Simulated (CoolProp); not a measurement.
Vapour pressure (MPa) of the fluoroketone C6F12O (FK-5-1-12): the reference equation beside estimates from Tc = 168.7 °C, pc = 1.869 MPa, ω = 0.471. Clausius-Clapeyron is anchored at 86.35 °C with a constant enthalpy of vaporisation of 23.92 kJ/mol.

Computed with CoolProp (reference Helmholtz-energy equation of state, McLinden 2015).

```csv
T (°C),reference,Lee-Kesler,Clausius-Clapeyron,van der Waals,Redlich-Kwong,Soave-Redlich-Kwong,Peng-Robinson
75.15,0.2311,0.2313,0.2437,0.6693,0.4137,0.2325,0.2304
77.45,0.2468,0.2469,0.2573,0.6901,0.4338,0.2484,0.2461
79.65,0.2625,0.2627,0.2708,0.7105,0.4537,0.2644,0.2618
81.95,0.2798,0.2799,0.2855,0.7321,0.4751,0.2819,0.2791
84.15,0.2971,0.2972,0.3001,0.7532,0.4962,0.2995,0.2964
86.35,0.3153,0.3153,0.3153,0.7747,0.5180,0.3180,0.3145
88.65,0.3351,0.3351,0.3317,0.7975,0.5415,0.3381,0.3344
90.85,0.3550,0.3550,0.3481,0.8198,0.5646,0.3584,0.3543
93.05,0.3757,0.3756,0.3650,0.8424,0.5883,0.3795,0.3751
95.35,0.3984,0.3982,0.3833,0.8665,0.6139,0.4025,0.3978
97.55,0.4210,0.4208,0.4015,0.8900,0.6390,0.4256,0.4205
99.75,0.4445,0.4443,0.4203,0.9138,0.6649,0.4496,0.4442
102.05,0.4703,0.4699,0.4407,0.9391,0.6926,0.4759,0.4701
104.25,0.4959,0.4955,0.4608,0.9638,0.7199,0.5020,0.4959
```

Absolute difference from the reference over all 14 rows, mean and median: Lee-Kesler 0.0 and 0.0 %, Clausius-Clapeyron 3.5 and 3.5 %, van der Waals 137.3 and 134.5 %, Redlich-Kwong 61.0 and 60.3 %, Soave-Redlich-Kwong 0.9 and 0.9 %, Peng-Robinson 0.2 and 0.2 %.
